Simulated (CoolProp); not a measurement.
Vapour-liquid equilibrium of isohexane (1) + methanol (2) at 350.7 K; x and y are mole fractions of (1).

The numbers come from the multi-fluid Helmholtz-energy mixture model, Lemmon 2006 and de Reuck 1993; pair parameters Bell 2016 in CoolProp.

Question: Give the bubble pressure and the first vapour's composition at x = 0.2, 0.5, 0.8. Is there an azeotrope?

Answer: x = 0.2: 0.2743 MPa, y = 0.459; x = 0.5: 0.2861 MPa, y = 0.505; x = 0.8: 0.2709 MPa, y = 0.574. y crosses x between x = 0.5 and 0.65: the model has an azeotrope there.

The pair parameters rest on a limited set of measurements; away from them the model extrapolates. With so large a gap from Raoult's law the liquid may split in two, which this calculation doesn't test in full.
